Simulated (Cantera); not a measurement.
Input: 1 mol Si(CH3)4, 0.024 mol HCl, 28 mol H2, at 2800 Pa.

These are equilibrium values from Cantera (NASA tables, ideal gas, pure condensed phases), not measurements of a reactor. Candidate condensed phases: C, C6H6, C7H8, C8H18, Si, SiC; 109 gas species. Gases not in the tables: Si2H6 and higher silanes. The numbers say what is thermodynamically allowed, not how fast it happens.

x: gas mole fraction; n: condensed amount in mol.

```
T (K)   x H2       x H  x C2H2 (acetylene)     x CH4     x HCl        x Si  n C(graphite)  n SiC(s)
-----  -----  --------  ------------------  --------  --------  ----------  -------------  --------
1123   0.998   2.54e-7             2.20e-8  0.000819  0.000706      <1e-12           2.97      1.00
1223   0.999   1.80e-6             1.56e-7  0.000372  0.000706      <1e-12           2.99      1.00
1323   0.999   9.47e-6             8.25e-7  0.000190  0.000705  (withheld)           2.99      1.00
1423   0.999   3.97e-5             3.43e-6  0.000106  0.000705  (withheld)           3.00      1.00
1523   0.999  0.000138             1.18e-5   6.44e-5  0.000705  (withheld)           3.00     1.000
1623   0.999  0.000413             3.48e-5   4.14e-5  0.000705  (withheld)           3.00     1.000
1723   0.998   0.00109             9.03e-5   2.81e-5  0.000704  (withheld)           2.99     1.000
1823   0.996   0.00258            0.000211   1.98e-5  0.000703  (withheld)           2.99     1.000
1923   0.993   0.00561            0.000448   1.45e-5  0.000700  (withheld)           2.97     0.999
2023   0.987    0.0113            0.000882   1.09e-5  0.000695  (withheld)           2.94     0.995
2123   0.976    0.0212             0.00162   8.33e-6  0.000685  (withheld)           2.91     0.977
```

Task: Complete the blanks.

Result: 
- 1323, x Si: 1.05e-11
- 1423, x Si: 2.90e-10
- 1523, x Si: 5.13e-9
- 1623, x Si: 6.35e-8
- 1723, x Si: 5.85e-7
- 1823, x Si: 4.22e-6
- 1923, x Si: 2.47e-5
- 2023, x Si: 0.000121
- 2123, x Si: 0.000511
